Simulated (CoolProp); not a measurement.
The numbers come from the reference Helmholtz-energy equation of state, Gao 2020 in CoolProp.

Question: For ammonia, give the phase and the viscosity (µPa s) at 402.15 °C and 0.192 bar.

Answer: 
- 402.15 °C and 0.192 bar: gas; viscosity 24.5

Viscosity comes from a separate model (Fenghour 1995).
